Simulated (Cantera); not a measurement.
Input (Python, Cantera) and output of one run.

```python
import numpy as np
import cantera as ct

gas_names = """
    C CO CO2 C2 C2O C3 C3O2 C4 C5 O O2 O3 Pb PbO Pb2
""".split()
cond_names = """
    C(gr) Pb(cr) Pb(L) PbO(rd) PbO(yw) PbO(L) PbO2(s) Pb3O4(s)
""".split()


# ... load() reads the species with a 1 bar reference pressure and builds the phases ...
atoms = {
    'PbO': {'Pb': 1, 'O': 1},
    'C': {'C': 1},
    'CO': {'C': 1, 'O': 1},
}
top_T = {'C(gr)': 4500, 'Pb3O4(s)': 820}  # K; cautious upper limits of use, not melting points


# ... equilibrate(T, P, feed) seeds the gas with the atoms and calls Mixture.equilibrate('TP', solver="vcs", rtol=1e-11, max_steps=5000) ...
results = []
feed = {'PbO': 1, 'C': 2.1, 'CO': 0.16}  # mol
for P in [10, 68, 460, 3200, 22000, 150000, 1000000]:
    for T in [1198, 1298, 1398, 1498, 1598, 1698, 1798, 1898, 1998, 2098, 2198, 2298, 2398]:
        mix = equilibrate(T, P, feed)
        results.append((T, P, feed, dict(zip(mix.species_names, mix.species_moles))))

for T, P, feed, n in results:
    print(f"{T:7g} {P:10.4g}  " + (" + ".join(c for c in cond_names if n.get(c, 0) > 1e-12) or "gas only"))
```

It prints:

```
   1198         10  C(gr)
   1298         10  C(gr)
   1398         10  C(gr)
   1498         10  C(gr)
   1598         10  C(gr)
   1698         10  C(gr)
   1798         10  C(gr)
   1898         10  C(gr)
   1998         10  C(gr)
   2098         10  C(gr)
   2198         10  C(gr)
   2298         10  C(gr)
   2398         10  C(gr)
   1198         68  C(gr)
   1298         68  C(gr)
   1398         68  C(gr)
   1498         68  C(gr)
   1598         68  C(gr)
   1698         68  C(gr)
   1798         68  C(gr)
   1898         68  C(gr)
   1998         68  C(gr)
   2098         68  C(gr)
   2198         68  C(gr)
   2298         68  C(gr)
   2398         68  C(gr)
   1198        460  C(gr) + Pb(L)
   1298        460  C(gr)
   1398        460  C(gr)
   1498        460  C(gr)
   1598        460  C(gr)
   1698        460  C(gr)
   1798        460  C(gr)
   1898        460  C(gr)
   1998        460  C(gr)
   2098        460  C(gr)
   2198        460  C(gr)
   2298        460  C(gr)
   2398        460  C(gr)
   1198       3200  C(gr) + Pb(L)
   1298       3200  C(gr) + Pb(L)
   1398       3200  C(gr) + Pb(L)
   1498       3200  C(gr)
   1598       3200  C(gr)
   1698       3200  C(gr)
   1798       3200  C(gr)
   1898       3200  C(gr)
   1998       3200  C(gr)
   2098       3200  C(gr)
   2198       3200  C(gr)
   2298       3200  C(gr)
   2398       3200  C(gr)
   1198    2.2e+04  C(gr) + Pb(L)
   1298    2.2e+04  C(gr) + Pb(L)
   1398    2.2e+04  C(gr) + Pb(L)
   1498    2.2e+04  C(gr) + Pb(L)
   1598    2.2e+04  C(gr) + Pb(L)
   1698    2.2e+04  C(gr)
   1798    2.2e+04  C(gr)
   1898    2.2e+04  C(gr)
   1998    2.2e+04  C(gr)
   2098    2.2e+04  C(gr)
   2198    2.2e+04  C(gr)
   2298    2.2e+04  C(gr)
   2398    2.2e+04  C(gr)
   1198    1.5e+05  C(gr) + Pb(L)
   1298    1.5e+05  C(gr) + Pb(L)
   1398    1.5e+05  C(gr) + Pb(L)
   1498    1.5e+05  C(gr) + Pb(L)
   1598    1.5e+05  C(gr) + Pb(L)
   1698    1.5e+05  C(gr) + Pb(L)
   1798    1.5e+05  C(gr) + Pb(L)
   1898    1.5e+05  C(gr) + Pb(L)
   1998    1.5e+05  C(gr)
   2098    1.5e+05  C(gr)
   2198    1.5e+05  C(gr)
   2298    1.5e+05  C(gr)
   2398    1.5e+05  C(gr)
   1198      1e+06  C(gr) + Pb(L)
   1298      1e+06  C(gr) + Pb(L)
   1398      1e+06  C(gr) + Pb(L)
   1498      1e+06  C(gr) + Pb(L)
   1598      1e+06  C(gr) + Pb(L)
   1698      1e+06  C(gr) + Pb(L)
   1798      1e+06  C(gr) + Pb(L)
   1898      1e+06  C(gr) + Pb(L)
   1998      1e+06  C(gr) + Pb(L)
   2098      1e+06  C(gr) + Pb(L)
   2198      1e+06  C(gr) + Pb(L)
   2298      1e+06  C(gr) + Pb(L)
   2398      1e+06  C(gr)
```

Equilibrium computed with Cantera from the NASA thermochemical tables; the gas is ideal and each condensed phase is pure.
